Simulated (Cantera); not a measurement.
Charge: 1 mol SiCl4, 2.6 mol HCl, 7 mol H2, at 1100 K and 5330 Torr.

Method: chemical equilibrium by Gibbs-energy minimisation in Cantera with the NASA 1993 tables (ideal gas, pure condensed phases). Candidate condensed phases: Si; 19 gas species. The tables' values for SiCl3 are old estimates; treat these amounts as uncertain. Kinetics and transport are ignored.

Base state: H2 0.657, HCl 0.249, SiCl4 0.0907, SiHCl3 0.00353, SiCl3 9.13e-5, SiH2Cl2 1.65e-5 (mole fractions); condensed: gas only.

**Question.** What changes in the equilibrium state with this change: HCl from 2.6 to 1.7 mol?

**Answer.** 
```
species   before     after
-------  -------  --------
H2         0.657     0.716
HCl        0.249     0.181
SiCl4     0.0907    0.0972
SiH2Cl2  1.65e-5   3.96e-5
SiHCl3   0.00353   0.00567
SiCl3    9.13e-5  0.000140
```
